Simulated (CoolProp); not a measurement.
A Linde-Hampson liquefier for methane: isothermal reversible compression at 250 K from 1 atm to 25 MPa, throttling to 1 atm, return gas leaving the recuperator 10 K below the feed. Each further row changes one setting.

The numbers come from the reference Helmholtz-energy equation of state, Setzmann 1991 in CoolProp.

```tsv
case	liquid yield per pass	compression work (kJ/kg of gas)
as stated	0.327	634
high pressure 50 MPa	___	720
warm-end temperature 280 K	0.245	___
warm-end gap 15 K	___	634
```

### Question
Some entries are withheld; supply them.

### Answer

- high pressure 50 MPa, liquid yield per pass: 0.331
- warm-end temperature 280 K, compression work (kJ/kg of gas): 740
- warm-end gap 15 K, liquid yield per pass: 0.317
